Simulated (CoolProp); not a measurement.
Dimethyl carbonate along the isobar 71.4 bar: fugacity coefficient from the reference equation and from simpler models built on Tc = 557.0 K, pc = 49.09 bar, ω = 0.346; each cubic takes its own stable root.

Computed with CoolProp (reference Helmholtz-energy equation of state, Zhou 2011).

```csv
T (K),phase,reference,Soave-Redlich-Kwong,Peng-Robinson
298.2,liquid,0.001296,___,0.001299
318.8,liquid,0.003384,0.003328,0.003366
339.4,liquid,0.007661,___,0.007597
360,liquid,___,0.01558,0.01531
380.6,liquid,0.02827,0.02884,0.02809
401.1,liquid,0.04767,0.04910,___
421.7,liquid,0.07534,___,0.07527
442.3,liquid,0.1124,0.1174,0.1126
462.9,liquid,0.1597,0.1673,0.1601
483.5,liquid,0.2173,0.2279,0.2179
504,liquid,0.2844,0.2979,0.2847
524.6,liquid,0.3602,0.3758,0.3592
545.2,liquid,0.4418,0.4581,0.4380
565.8,supercritical,0.5245,0.5395,0.5162
586.4,supercritical,0.5979,0.6116,0.5852
```

**Question.** Fill in the missing entries.

**Answer.** 
- 298.2, Soave-Redlich-Kwong: 0.001258
- 339.4, Soave-Redlich-Kwong: 0.007634
- 360, reference: 0.01544
- 401.1, Peng-Robinson: 0.04749
- 421.7, Soave-Redlich-Kwong: 0.07820
